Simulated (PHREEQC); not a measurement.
PHREEQC input (Pitzer model, pitzer.dat):

```
SOLUTION 1
  temp 30
  units mol/kgw
  pH 7 charge
  Cl 0.388
  Mg 0.017
  Ca 0.1
  K 0.044
  Na 0.11
END
USE solution 1
INCREMENTAL_REACTIONS false
REACTION 1
  H2O -1
  0 9.886 18.011 24.689 30.178 34.689 38.397 41.444
  43.949 46.007 47.699 49.089 50.232 51.172 51.944 52.578
  53.1 53.528 53.88 54.17 moles
EQUILIBRIUM_PHASES 1
  Bischofite 0 0
  Brucite 0 0
  Carnallite 0 0
  Halite 0 0
  Portlandite 0 0
  Sylvite 0 0
  MgCl2_4H2O 0 0
SELECTED_OUTPUT 1
  -reset false
  -pH true
  -pe true
  -ionic_strength true
  -water true
  -activities H2O
  -totals Ca Cl K Mg Na
  -molalities H+ Na+ K+ Mg+2 Ca+2 Cl- OH- MgOH+
  -equilibrium_phases Bischofite Brucite Carnallite Halite Portlandite Sylvite MgCl2_4H2O
PRINT
  -reset false
END
```

Selected output (columns that matter, 14 of 20 rows; water left (kg) added in front):

```
water left (kg)	pH	mu	Ca	Cl	K	Mg	Na	m_H+	m_Na+	m_K+	m_Mg+2	la_H2O	Halite	Sylvite
1	6.7352	0.505	0.1	0.388	0.044	0.017	0.11	2.3302e-07	0.11	0.044	0.017	-0.0045808	0	0
0.821894	6.7112	0.61443	0.12167	0.47208	0.053535	0.020684	0.13384	2.4218e-07	0.13384	0.053535	0.020684	-0.0055946	0	0
0.555203	6.6515	0.90958	0.18011	0.69884	0.07925	0.030619	0.19813	2.6241e-07	0.19813	0.07925	0.030619	-0.0083961	0	0
0.456313	6.6139	1.1067	0.21915	0.85029	0.096425	0.037255	0.24106	2.7372e-07	0.24106	0.096425	0.037255	-0.010327	0	0
0.30824	6.516	1.6383	0.32442	1.2588	0.14275	0.055152	0.35687	2.9998e-07	0.35687	0.14275	0.055152	-0.015807	0	0
0.253345	6.4512	1.9933	0.39472	1.5315	0.17368	0.067102	0.43419	3.1604e-07	0.43419	0.17368	0.067102	-0.019707	0	0
0.171138	6.2725	2.9508	0.58432	2.2672	0.2571	0.099335	0.64276	3.6043e-07	0.64276	0.2571	0.099335	-0.031286	0	0
0.140655	6.148	3.5903	0.71096	2.7585	0.31282	0.12086	0.78206	3.9437e-07	0.78206	0.31282	0.12086	-0.039934	0	0
0.0950203	5.7911	5.3147	1.0524	4.0833	0.46306	0.17891	1.1576	5.1682e-07	1.1576	0.46306	0.17891	-0.067038	0	0
0.0780853	5.5401	6.4673	1.2807	4.9689	0.56349	0.21771	1.4087	6.3155e-07	1.4087	0.56349	0.21771	-0.088236	0	0
0.0527548	4.8479	9.5726	1.8956	7.3548	0.83405	0.32225	2.0851	1.1168e-06	2.0851	0.83405	0.32224	-0.15703	0	0
0.0433504	4.5736	10.906	2.3068	8.2067	1.015	0.39215	1.7938	1.4427e-06	1.7938	1.015	0.39215	-0.18565	0.032237	0
0.0292979	3.9724	13.877	3.4132	9.8839	1.1589	0.58025	0.73812	2.4472e-06	0.73812	1.1589	0.58024	-0.2574	0.088375	0.010047
0.0240733	3.5298	15.883	4.154	11.023	0.91597	0.70618	0.38684	3.3982e-06	0.38684	0.91597	0.70617	-0.32371	0.10069	0.02195
```
